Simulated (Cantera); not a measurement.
A perfectly stirred reactor is fed with CO : O2 : H2O : N2 = 0.0053 : 0.055 : 0.00023 : 1 (molar parts), equivalence ratio 0.048, at 0.360 bar; it is held at 973 K, and followed from long to short residence time.

Detailed kinetics in Cantera: GRI-Mech 3.0 (53 species, 325 reactions).

Problem. What does this change do: temperature 973 to 1023 K?

Solution. 
```tsv
quantity	before	after
x(CO) at τ = 3.50 s	0.00188	0.000931
x(O2) at τ = 3.50 s	0.0504	0.0499
x(H2O) at τ = 3.50 s	0.000216	0.000216
x(H) at τ = 3.50 s	7.77e-8	1.26e-7
x(CO2) at τ = 3.50 s	0.00313	0.00408
x(CO) at τ = 27.0 ms	0.00500	0.00487
x(O2) at τ = 27.0 ms	0.0519	0.0518
x(H2O) at τ = 27.0 ms	0.000217	0.000216
x(H) at τ = 27.0 ms	1.46e-12	3.35e-7
x(CO2) at τ = 27.0 ms	2.52e-9	0.000131
```

Problem. What does this change do: pressure from 0.360 bar to 5.00 bar?

Solution. 
```json
[
 {"quantity": "x(CO) at τ = 3.50 s", "before": "0.00188", "after": "0.00475"},
 {"quantity": "x(O2) at τ = 3.50 s", "before": "0.0504", "after": "0.0517"},
 {"quantity": "x(H2O) at τ = 3.50 s", "before": "0.000216", "after": "0.000217"},
 {"quantity": "x(H) at τ = 3.50 s", "before": "7.77e-8", "after": "3.31e-11"},
 {"quantity": "x(CO2) at τ = 3.50 s", "before": "0.00313", "after": "0.000249"},
 {"quantity": "x(CO) at τ = 27.0 ms", "before": "0.00500", "after": "0.00500"},
 {"quantity": "x(O2) at τ = 27.0 ms", "before": "0.0519", "after": "0.0519"},
 {"quantity": "x(H2O) at τ = 27.0 ms", "before": "0.000217", "after": "0.000217"},
 {"quantity": "x(H) at τ = 27.0 ms", "before": "1.46e-12", "after": "<1e-12"},
 {"quantity": "x(CO2) at τ = 27.0 ms", "before": "2.52e-9", "after": "5.56e-8"}
]
```
